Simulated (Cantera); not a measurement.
A perfectly stirred reactor is fed with 46.7 % H2, 53.3 % O2, equivalence ratio 0.44, at 2670 Pa; it is held at 1323 K, and followed from long to short residence time.

Detailed kinetics in Cantera: the H2/O2 subset of GRI-Mech 3.0, which has no nitrogen chemistry. Radical loss at walls, strong at low pressure, is not modelled. The temperature is held fixed by assumption; the heat of reaction is taken as removed at once.

x: mole fraction; the columns are a selection and need not sum to one.

```json
[
 {"τ (s)": "1.3", "x H2": "0.00106", "x O2": "0.389", "x H2O2": "(withheld)", "x H": "0.000320", "x H2O": "0.606"},
 {"τ (s)": "0.45", "x H2": "0.00214", "x O2": "0.388", "x H2O2": "(withheld)", "x H": "0.000931", "x H2O": "0.602"},
 {"τ (s)": "0.16", "x H2": "0.00420", "x O2": "0.386", "x H2O2": "(withheld)", "x H": "0.00261", "x H2O": "0.596"},
 {"τ (s)": "0.056", "x H2": "0.00819", "x O2": "0.383", "x H2O2": "(withheld)", "x H": "0.00735", "x H2O": "0.583"},
 {"τ (s)": "0.020", "x H2": "0.0153", "x O2": "0.378", "x H2O2": "1.52e-6", "x H": "0.0197", "x H2O": "0.558"},
 {"τ (s)": "0.0070", "x H2": "0.0271", "x O2": "0.368", "x H2O2": "1.51e-6", "x H": "0.0496", "x H2O": "0.506"},
 {"τ (s)": "0.0025", "x H2": "0.0417", "x O2": "0.355", "x H2O2": "(withheld)", "x H": "0.102", "x H2O": "0.428"},
 {"τ (s)": "0.00088", "x H2": "0.0573", "x O2": "0.345", "x H2O2": "(withheld)", "x H": "0.155", "x H2O": "0.351"},
 {"τ (s)": "0.00031", "x H2": "0.0825", "x O2": "0.350", "x H2O2": "9.52e-7", "x H": "0.178", "x H2O": "0.295"}
]
```

Task: What belongs in the gaps?

Result: 
- 1.3, x H2O2: 5.48e-7
- 0.45, x H2O2: 7.76e-7
- 0.16, x H2O2: 1.04e-6
- 0.056, x H2O2: 1.33e-6
- 0.0025, x H2O2: 1.27e-6
- 0.00088, x H2O2: 1.03e-6
